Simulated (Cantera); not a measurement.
A closed system holds: 1 mol acetone, 42 mol H2, held at 1148.15 K and 150 Torr.

These are equilibrium values from Cantera (NASA tables, ideal gas, pure condensed phases), not measurements of a reactor. Candidate condensed phases: C, C6H6, C7H8, C8H18, H2O; 110 gas species. The feed counts by its element totals alone. Rates play no part.

### Question
What is the equilibrium state?

### Answer
```json
{
 "x(H2)": "0.974",
 "x(CO)": "0.0216",
 "x(CH4)": "0.00451",
 "x(H2O)": "0.000202",
 "x(CO2)": "3.80e-6",
 "n(C(graphite))": "1.80 mol",
 "gas_amount": "45.78 mol"
}
```
